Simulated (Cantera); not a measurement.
A perfectly stirred reactor is fed with H2 : O2 = 0.031 : 1 (molar parts), at 740 Pa; it is held at 1425 K, and followed from long to short residence time.

Model: the H2/O2 subset of GRI-Mech 3.0, which has no nitrogen chemistry, integrated in Cantera. Radical loss at walls, strong at low pressure, is not modelled.

### Question
What does this change do: pressure from 740 Pa to 1600 Pa?

### Answer
| quantity | before | after |
|---|---|---|
| x(H2) at τ = 5.80 s | 6.39e-5 | 2.84e-5 |
| x(O2) at τ = 5.80 s | 0.965 | 0.967 |
| x(H2O2) at τ = 5.80 s | 8.38e-9 | 1.11e-8 |
| x(H) at τ = 5.80 s | 0.000147 | 3.47e-5 |
| x(OH) at τ = 5.80 s | 0.00167 | 0.00104 |
| x(H2) at τ = 40.0 ms | 0.000586 | 0.000404 |
| x(O2) at τ = 40.0 ms | 0.945 | 0.949 |
| x(H2O2) at τ = 40.0 ms | 1.68e-8 | 3.28e-8 |
| x(H) at τ = 40.0 ms | 0.00207 | 0.00147 |
| x(OH) at τ = 40.0 ms | 0.00405 | 0.00358 |

### Question
What does this change do: H2 0.031 to 0.013 parts?

### Answer
```
quantity                  before     after
----------------------  --------  --------
x(H2) at τ = 5.80 s      6.39e-5   2.29e-5
x(O2) at τ = 5.80 s        0.965     0.984
x(H2O2) at τ = 5.80 s    8.38e-9   3.98e-9
x(H) at τ = 5.80 s      0.000147   6.52e-5
x(OH) at τ = 5.80 s      0.00167  0.000963
x(H2) at τ = 40.0 ms    0.000586  0.000303
x(O2) at τ = 40.0 ms       0.945     0.976
x(H2O2) at τ = 40.0 ms   1.68e-8   7.58e-9
x(H) at τ = 40.0 ms      0.00207  0.000464
x(OH) at τ = 40.0 ms     0.00405   0.00196
```

### Question
What does this change do: pressure from 740 Pa to 1330 Pa?

### Answer
| quantity | before | after |
|---|---|---|
| x(H2) at τ = 5.80 s | 6.39e-5 | 3.43e-5 |
| x(O2) at τ = 5.80 s | 0.965 | 0.967 |
| x(H2O2) at τ = 5.80 s | 8.38e-9 | 1.05e-8 |
| x(H) at τ = 5.80 s | 0.000147 | 4.93e-5 |
| x(OH) at τ = 5.80 s | 0.00167 | 0.00117 |
| x(H2) at τ = 40.0 ms | 0.000586 | 0.000442 |
| x(O2) at τ = 40.0 ms | 0.945 | 0.948 |
| x(H2O2) at τ = 40.0 ms | 1.68e-8 | 2.81e-8 |
| x(H) at τ = 40.0 ms | 0.00207 | 0.00165 |
| x(OH) at τ = 40.0 ms | 0.00405 | 0.00372 |
